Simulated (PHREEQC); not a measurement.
# Metal-bearing waste water: an equilibrium model

Dissolve 26 mmol/kgw FeSO4, 99 mmol/kgw HCl and 4.3 mmol/kgw NaCl at 25 °C. Closed to the air; pH follows from the charge balance.

All values are PHREEQC results (ion-association model, phreeqc.dat), not measurements.

Each row changes one thing in this solution. This is a speciation only: nothing precipitates in the calculation.

```csv
case,pH,ionic strength (mol/kgw),Fe+2 (mol/kgw),HSO4- (mol/kgw),SO4-2 (mol/kgw),FeSO4 (mol/kgw),SI of Melanterite (FeSO4:7H2O),SI of Halite (NaCl)
as made,1.18,0.158,0.0211,0.0161,0.00599,0.00243,-2.65,-5.18
temperature from 25 to 75 °C,1.21,0.151,0.0215,0.0201,0.00240,0.00183,-3.55,-5.24
diluted 10-fold with water,2.09,0.0181,0.00234,0.000821,0.00153,0.000229,-3.68,-7.04
temperature from 25 to 65 °C,1.21,0.152,0.0214,0.0193,0.00296,0.00203,-3.38,-5.23
HCl from 0.099 to 0.0891 mol/kgw,1.23,0.148,0.0210,0.0155,0.00637,0.00268,-2.61,-5.22
```

Constants without temperature data keep their 25 °C values here.
